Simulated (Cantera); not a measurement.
A Cantera script and its output.

```python
import numpy as np
import cantera as ct

surf = ct.Interface("diamond.yaml", "diamond_100")
gas, bulk = surf.adjacent["gas"], surf.adjacent["diamond"]
k = surf.kinetics_species_index(bulk.species_names[0])
cover = ["c6HH", "c6H*", "c6*H", "c6**", "c6HM", "c6B"]

rows, drift = [], 0.0
print(f"{'xCH3':>10s}{'um/h':>11s}" + "".join(f"{s:>11s}" for s in cover))
for v in [1e-06, 2.6e-06, 7e-06, 1.9e-05, 4.9e-05, 0.00013, 0.00035, 0.00092, 0.0024]:
    T, P, xH, xCH3 = 1200, 1100, 0.0077, v
    gas.TPX = T, P, {"H": xH, "CH3": xCH3, "CH4": 0.0039, "H2": 1 - xH - xCH3 - 0.0039}
    surf.TP = bulk.TP = T, P
    surf.coverages = "c6H*:0.1, c6HH:0.9"
    surf.advance_coverages(100.0)
    before = surf.coverages
    surf.advance_coverages(100.0)
    drift = max(drift, np.max(np.abs(surf.coverages - before) / (surf.coverages + 1e-9)))
    rate = surf.net_production_rates[k] * bulk.mean_molecular_weight / bulk.density * 3.6e9
    rows.append([rate, *surf[cover].coverages])
    print(f"{v:10.4g}{rate:11.4e}" + "".join(f"{x:11.3e}" for x in rows[-1][1:]))
```

Output:

```
      xCH3       um/h       c6HH       c6H*       c6*H       c6**       c6HM        c6B
     1e-06 2.0738e-03  4.405e-01  3.838e-02  4.911e-01  2.996e-02  3.783e-06  5.627e-12
   2.6e-06 5.3915e-03  4.405e-01  3.838e-02  4.911e-01  2.996e-02  9.837e-06  1.463e-11
     7e-06 1.4514e-02  4.405e-01  3.838e-02  4.911e-01  2.996e-02  2.648e-05  3.938e-11
   1.9e-05 3.9382e-02  4.405e-01  3.838e-02  4.911e-01  2.994e-02  7.186e-05  1.069e-10
   4.9e-05 1.0148e-01  4.404e-01  3.837e-02  4.909e-01  2.991e-02  1.852e-04  2.754e-10
   0.00013 2.6865e-01  4.402e-01  3.834e-02  4.906e-01  2.982e-02  4.906e-04  7.290e-10
   0.00035 7.1906e-01  4.396e-01  3.828e-02  4.899e-01  2.957e-02  1.315e-03  1.951e-09
   0.00092 1.8620e+00  4.381e-01  3.812e-02  4.878e-01  2.895e-02  3.420e-03  5.053e-09
    0.0024 4.6792e+00  4.343e-01  3.773e-02  4.828e-01  2.744e-02  8.685e-03  1.270e-08
```

Computed with Cantera and the Harris–Goodwin 1993 mechanism for the reconstructed diamond (100) surface.
